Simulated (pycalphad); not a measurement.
An equivalent pycalphad script:

```python
from pycalphad import Database, equilibrium, calculate, variables as v
import numpy as np
db = Database('COST507.tdb')
comps = ['AL', 'C', 'VA']
phases = ['AL4C3', 'FCC_A1', 'GRAPHITE', 'LIQUID']
eq = equilibrium(db, comps, phases, {v.X('C'): 0.838, v.T: np.arange(3050, 499, -50), v.P: 101325, v.N: 1}, output=['HM', 'SM'])
```

Source of the numbers: pycalphad with the COST 507 light-alloy database (1999); pressure 1 atm. No gas phase is included, though pure Al would boil below 3050 K. These are 1990s assessments: newer ones move some temperatures and phases. Amounts are mole fractions of atoms. Diffusion is slow at the low end, where real alloys seldom reach equilibrium.

Results at three of the temperatures:

```
T = 3000.00 K, P = 101325 Pa, N = 1 mol of atoms
G = -118400 J/mol, H = 82323 J/mol, S = 66.91 J/(mol K)  (SER reference)
chemical potentials (J/mol): Al -253574, C -92268
phase             fraction      x(Al)       x(C)
GRAPHITE            0.7282       none     1.0000
LIQUID              0.2718     0.5960     0.4040
```

```
T = 2800.00 K, P = 101325 Pa, N = 1 mol of atoms
G = -105335 J/mol, H = 73124 J/mol, S = 63.74 J/(mol K)  (SER reference)
chemical potentials (J/mol): Al -224987, C -82204
phase             fraction      x(Al)       x(C)
GRAPHITE            0.7561       none     1.0000
LIQUID              0.2439     0.6642     0.3358
```

```
T = 1550.00 K, P = 101325 Pa, N = 1 mol of atoms
G = -43218 J/mol, H = 17104 J/mol, S = 38.92 J/(mol K)  (SER reference)
chemical potentials (J/mol): Al -116702, C -29013
phase             fraction      x(Al)       x(C)
GRAPHITE            0.7165       none     1.0000
AL4C3               0.2835     0.5714     0.4286
```

Changes of the phase set, refined by bisection:

```
T (K)        phases above      phases below
------  -----------------  ----------------
2429.0  GRAPHITE + LIQUID  AL4C3 + GRAPHITE
```

Database names, with the compositions (at.%) that they take in these runs: AL4C3: Al 57 C 43. An entry "none" or "no" means that the model of the phase leaves that element out.
